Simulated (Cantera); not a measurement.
A closed system holds: 1 mol Fe3O4, 0.18 mol HCl, 0.15 mol O2, at 0.130 bar.

Method: chemical equilibrium by Gibbs-energy minimisation in Cantera with the NASA 1993 tables (ideal gas, pure condensed phases). Candidate condensed phases: Fe, FeCl2, FeCl3, FeO, Fe(OH)2, Fe(OH)3, Fe2O3, Fe3O4, H2O; 22 gas species. Condensed phases not in the tables: FeOCl. Rates play no part.

### Question
At 723 K, list the 3 most abundant gas species with their mole fractions, and the condensed phases.

### Answer
HCl 0.570, H2O 0.430, FeCl2 3.40e-5. Condensed: FeCl2(s) + Fe2O3(s) + Fe3O4(s).
